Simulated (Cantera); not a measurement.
An adiabatic, constant-pressure homogeneous reactor starts with 2.32 % CH4, 0.255 % C2H6, 15.8 % O2, 59.4 % N2, 21.3 % CO2, 0.928 % H2, at 950 K and 1.60 bar.

Detailed kinetics in Cantera: GRI-Mech 3.0 (53 species, 325 reactions). Below about 1000 K GRI-Mech 3.0 lacks low-temperature oxidation paths.

x: mole fraction; the columns are a selection and need not sum to one.

```json
[
 {"t (s)": "9.00e-6", "T (K)": "950", "x CH4": "0.0232", "x C2H6": "0.00255", "x O2": "0.158", "x HCN": "<1e-12", "x H": "<1e-12", "x H2": "0.00928"},
 {"t (s)": "2.62e-5", "T (K)": "950", "x CH4": "0.0232", "x C2H6": "0.00255", "x O2": "0.158", "x HCN": "<1e-12", "x H": "<1e-12", "x H2": "0.00928"},
 {"t (s)": "7.65e-5", "T (K)": "950", "x CH4": "0.0232", "x C2H6": "0.00255", "x O2": "0.158", "x HCN": "<1e-12", "x H": "<1e-12", "x H2": "0.00928"},
 {"t (s)": "0.000223", "T (K)": "950", "x CH4": "0.0232", "x C2H6": "0.00255", "x O2": "0.158", "x HCN": "<1e-12", "x H": "1.43e-12", "x H2": "0.00928"},
 {"t (s)": "0.000651", "T (K)": "950", "x CH4": "0.0232", "x C2H6": "0.00255", "x O2": "0.158", "x HCN": "<1e-12", "x H": "2.44e-12", "x H2": "0.00928"},
 {"t (s)": "0.00190", "T (K)": "950", "x CH4": "0.0232", "x C2H6": "0.00255", "x O2": "0.158", "x HCN": "<1e-12", "x H": "3.71e-12", "x H2": "0.00928"},
 {"t (s)": "0.00553", "T (K)": "950", "x CH4": "0.0232", "x C2H6": "0.00255", "x O2": "0.158", "x HCN": "<1e-12", "x H": "4.75e-12", "x H2": "0.00928"},
 {"t (s)": "0.0161", "T (K)": "950", "x CH4": "0.0232", "x C2H6": "0.00255", "x O2": "0.158", "x HCN": "<1e-12", "x H": "8.27e-12", "x H2": "0.00928"},
 {"t (s)": "0.0470", "T (K)": "950", "x CH4": "0.0232", "x C2H6": "0.00255", "x O2": "0.158", "x HCN": "<1e-12", "x H": "3.83e-11", "x H2": "0.00928"},
 {"t (s)": "0.137", "T (K)": "950", "x CH4": "0.0232", "x C2H6": "0.00253", "x O2": "0.158", "x HCN": "<1e-12", "x H": "3.16e-9", "x H2": "0.00926"},
 {"t (s)": "0.400", "T (K)": "(withheld)", "x CH4": "<1e-12", "x C2H6": "<1e-12", "x O2": "(withheld)", "x HCN": "<1e-12", "x H": "(withheld)", "x H2": "(withheld)"}
]
```

Question: What belongs in the gaps?

Answer: 
- 0.400, T (K): 1561
- 0.400, x O2: 0.0983
- 0.400, x H: 2.31e-8
- 0.400, x H2: 6.66e-7
